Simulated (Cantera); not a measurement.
**Adiabatic ignition**

An adiabatic, constant-pressure homogeneous reactor starts with 16.6 % CH4, 17.5 % O2, 65.9 % N2, equivalence ratio 1.9, at 1625 K and 1000000 Pa.

Detailed kinetics in Cantera: GRI-Mech 3.0 (53 species, 325 reactions).

```
t (s)     T (K)     x CH4     x O2     x CH2     x CO2      x NO
--------  -----  --------  -------  --------  --------  --------
3.00e-6    1625     0.166    0.175  1.40e-10   5.97e-9    <1e-12
8.63e-6    1625     0.166    0.175   1.57e-9   2.03e-7    <1e-12
2.48e-5    1630     0.164    0.174   7.36e-9   3.75e-6  5.28e-12
7.15e-5    1771     0.128    0.148   7.81e-7  0.000467  8.19e-10
0.000206   2700  4.20e-10  1.96e-5  2.85e-11    0.0178  0.000372
0.000592   2701  4.13e-10  1.97e-5  2.81e-11    0.0178  0.000296
0.00170    2701  4.11e-10  1.97e-5  2.80e-11    0.0178  0.000264
0.00490    2701  4.11e-10  1.97e-5  2.80e-11    0.0178  0.000263
0.0141     2701  4.11e-10  1.97e-5  2.80e-11    0.0178  0.000263
0.0406     2701  4.11e-10  1.97e-5  2.80e-11    0.0178  0.000263
0.117      2701  4.11e-10  1.97e-5  2.80e-11    0.0178  0.000263
0.336      2701  4.11e-10  1.97e-5  2.80e-11    0.0178  0.000263
0.966      2701  4.11e-10  1.97e-5  2.80e-11    0.0178  0.000263
2.78       2701  4.11e-10  1.97e-5  2.80e-11    0.0178  0.000263
8.00       2701  4.11e-10  1.97e-5  2.80e-11    0.0178  0.000263
```
x: mole fraction; the columns are a selection and need not sum to one.

- time of steepest temperature rise = 80.6 µs
- temperature at 8.00 s = 2701 K
- equilibrium temperature = 2701 K
- x(CH4) at 8.00 s = 4.11e-10 (gas-phase equilibrium 4.61e-10)
- x(O2) at 8.00 s = 1.97e-5 (gas-phase equilibrium 1.97e-5)
- x(CH2) at 8.00 s = 2.80e-11 (gas-phase equilibrium 3.08e-11)
